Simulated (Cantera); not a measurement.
Feed: 1 mol NaCl, 5.7 mol H2, 0.036 mol HF, equilibrated at 10.0 mbar.

Cantera equilibrium calculation (NASA polynomials, part measured and part estimated; ideal gas, pure solids and liquids). Candidate condensed phases: Na, NaCl, NaF; 23 gas species. The numbers say what is thermodynamically allowed, not how fast it happens.

Problem. At 1373 K, list the 5 most abundant gas species with their mole fractions, and the condensed phases.

Solution. H2 0.845, NaCl 0.141, HF 0.00490, HCl 0.00329, Na 0.00285. Condensed: gas only.
